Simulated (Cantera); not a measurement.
**SiH2Cl2 + CH4 + H2 (silicon carbide growth)**

Input: 1 mol SiH2Cl2, 1.4 mol CH4, 1300 mol H2, at 10.0 mbar.

Method: chemical equilibrium by Gibbs-energy minimisation in Cantera with the NASA 1993 tables (ideal gas, pure condensed phases). Candidate condensed phases: C, C6H6, C7H8, C8H18, Si, SiC; 109 gas species. Gases not in the tables: Si2H6 and higher silanes. Kinetics and transport are ignored.

```csv
T (°C),x H2,x H,x HCl,x Si,x C2H2 (acetylene),x Cl,x CH4,x SiH,n C(graphite),n SiC(s)
950,0.998,3.00e-6,0.00153,<1e-12,1.56e-7,3.97e-9,0.000133,<1e-12,0.226,1.000
1050,0.998,1.58e-5,0.00153,2.95e-11,8.24e-7,2.04e-8,6.78e-5,2.16e-11,0.309,1.000
1150,0.998,6.64e-5,0.00153,8.11e-10,3.43e-6,8.35e-8,3.80e-5,3.63e-10,0.341,1.000
1250,0.998,0.000231,0.00153,1.44e-8,1.18e-5,2.84e-7,2.29e-5,4.19e-9,0.339,1.000
1350,0.998,0.000690,0.00153,1.78e-7,3.48e-5,8.35e-7,1.48e-5,3.56e-8,0.290,0.999
1450,0.997,0.00182,0.00153,1.64e-6,9.02e-5,2.16e-6,9.99e-6,2.35e-7,0.154,0.997
1550,0.994,0.00432,0.00152,1.36e-5,0.000158,5.05e-6,6.11e-6,1.45e-6,0,0.978
1650,0.989,0.00937,0.00151,0.000101,0.000208,1.08e-5,3.51e-6,8.24e-6,0,0.843
1750,0.979,0.0188,0.00149,0.000490,0.000419,2.13e-5,2.65e-6,3.12e-5,0,0.242
1850,0.962,0.0352,0.00146,0.000676,0.000505,3.93e-5,1.63e-6,3.43e-5,0,0
1950,0.935,0.0620,0.00141,0.000689,0.000502,6.80e-5,9.42e-7,2.82e-5,0,0
2050,0.894,0.103,0.00134,0.000686,0.000492,0.000111,5.52e-7,2.29e-5,0,0
2150,0.835,0.162,0.00124,0.000672,0.000474,0.000171,3.22e-7,1.83e-5,0,0
2250,0.756,0.242,0.00110,0.000648,0.000446,0.000248,1.84e-7,1.44e-5,0,0
```
x: gas mole fraction; n: condensed amount in mol.

From 950 °C to 1450 °C the condensed part is C(graphite) + SiC(s). From 1550 °C to 1750 °C the condensed part is SiC(s). From 1850 °C to 2250 °C nothing is condensed. The main Si-bearing gas is SiCl2 at 950 °C and Si at 2250 °C.
